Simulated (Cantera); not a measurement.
Input: 1 mol SiC, 0.0022 mol H₂O, 2.1 mol N₂, 0.0084 mol O₂, equilibrated at 0.100 bar.

Equilibrium computed with Cantera from the NASA thermochemical tables; the gas is ideal and each condensed phase is pure. Candidate condensed phases: C, C₆H₆, C₇H₈, C₈H₁₈, H₂O, Si, SiC, SiO₂, Si₂N₂O, Si₃N₄; 151 gas species. N₂ is the only nitrogen source here; it is nearly inert below about 1500 K, so the nitride shown seldom forms there in practice. Mutual solubility and eutectic melting of coexisting phases are not modelled. Equilibrium is a limit: real reactors are often held back by kinetics, nucleation or transport.

### Question
Which condensed phases are stable at each of these points (T (K)): 973, 1048, 1123, 1198, 1273, 1348, 1423, 1498, 1573, 1648, 1723, 1798, 1873?

### Answer
```
T (K)                    condensed phases  Si condensed (%)
-----  ----------------------------------  ----------------
973    C(graphite) + Si₂N₂O(s) + Si₃N₄(s)             100.0
1048   C(graphite) + Si₂N₂O(s) + Si₃N₄(s)             100.0
1123   C(graphite) + Si₂N₂O(s) + Si₃N₄(s)             100.0
1198   C(graphite) + Si₂N₂O(s) + Si₃N₄(s)             100.0
1273   C(graphite) + Si₂N₂O(s) + Si₃N₄(s)             100.0
1348   C(graphite) + Si₂N₂O(s) + Si₃N₄(s)             100.0
1423   C(graphite) + Si₂N₂O(s) + Si₃N₄(s)             100.0
1498   C(graphite) + Si₂N₂O(s) + Si₃N₄(s)             100.0
1573     C(graphite) + SiC(s) + Si₂N₂O(s)             100.0
1648                   SiC(s) + Si₂N₂O(s)             100.0
1723                   SiC(s) + Si₂N₂O(s)              99.9
1798                   SiC(s) + Si₂N₂O(s)              99.7
1873                               SiC(s)              99.0
```

From 973 K to 1498 K the condensed part is C(graphite) + Si₂N₂O(s) + Si₃N₄(s). At 1573 K the condensed part is C(graphite) + SiC(s) + Si₂N₂O(s). From 1648 K to 1798 K the condensed part is SiC(s) + Si₂N₂O(s). At 1873 K the condensed part is SiC(s).
